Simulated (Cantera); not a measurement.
A perfectly stirred reactor is fed with CH4 : CO2 = 1 : 1.5 (molar parts), at 190000 Pa; it is held at 1550 K, and followed from long to short residence time.

Computed with Cantera and GRI-Mech 3.0 (53 species, 325 reactions).

x: mole fraction; the columns are a selection and need not sum to one.

```
τ (s)     x CH4  x CO2     x CH3     x H2O      x C2H4    x CH2
-------  ------  -----  --------  --------  ----------  -------
1.4      0.0678  0.179   6.60e-5     0.193     0.00444  8.54e-9
0.63     0.0956  0.235   9.21e-5     0.190     0.00447  1.07e-8
0.28      0.142  0.315  0.000128     0.158     0.00450  1.05e-8
0.12      0.210  0.418  0.000173    0.0980     0.00471  8.46e-9
0.055     0.274  0.500  0.000214    0.0468     0.00502  7.29e-9
0.025     0.326  0.553  0.000254    0.0172     0.00532  7.42e-9
0.011     0.361  0.581  0.000287   0.00484     0.00495  8.10e-9
0.0049    0.382  0.594  0.000300   0.00113  (withheld)  8.15e-9
0.0022    0.392  0.598  0.000278  0.000236  (withheld)  6.83e-9
0.00096   0.397  0.600  0.000230   4.97e-5  (withheld)  4.64e-9
0.00043   0.399  0.600  0.000181   1.39e-5  (withheld)  2.89e-9
```

What belongs in the gaps?


- 0.0049, x C2H4: 0.00341
- 0.0022, x C2H4: 0.00156
- 0.00096, x C2H4: 0.000465
- 0.00043, x C2H4: 0.000118
